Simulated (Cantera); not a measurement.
## B2H6 + O2 (boron, boron nitride and boron oxide)

Input: 1 mol B2H6, 9.6 mol O2, equilibrated at 0.210 bar.

Cantera equilibrium calculation (NASA polynomials, part measured and part estimated; ideal gas, pure solids and liquids). Candidate condensed phases: B, B2O3, B3O3H3, H2O; 23 gas species. The feed counts by its element totals alone. Gases not in the tables: H3BO3. Equilibrium is a limit: real reactors are often held back by kinetics, nucleation or transport.

```
T (K)  log p O2  log p H2O  log p HBO2  log p OH  log p BO2  log p B2O3  n B2O3(l)
-----  --------  ---------  ----------  --------  ---------  ----------  ---------
1275      -0.84      -1.19       -3.24     -5.24      -7.19       -7.04      0.977
1375      -0.84      -1.19       -2.74     -4.76      -6.21       -5.88      0.951
1475      -0.85      -1.21       -2.32     -4.35      -5.37       -4.89      0.882
1575      -0.85      -1.23       -1.96     -4.00      -4.63       -4.03      0.733
1675      -0.87      -1.29       -1.66     -3.71      -3.99       -3.28      0.445
1775      -0.88      -1.38       -1.46     -3.47      -3.46       -2.68          0
1875      -0.89      -1.38       -1.47     -3.21      -3.22       -2.63          0
1975      -0.89      -1.38       -1.48     -2.98      -3.00       -2.58          0
2075      -0.89      -1.38       -1.49     -2.78      -2.81       -2.54          0
2175      -0.89      -1.38       -1.51     -2.59      -2.64       -2.51          0
2275      -0.90      -1.38       -1.53     -2.42      -2.49       -2.50          0
```
log p: log10 of the partial pressure in bar; n: condensed amount in mol.

From 1275 K to 1675 K the condensed part is B2O3(l). From 1775 K to 2275 K nothing is condensed.
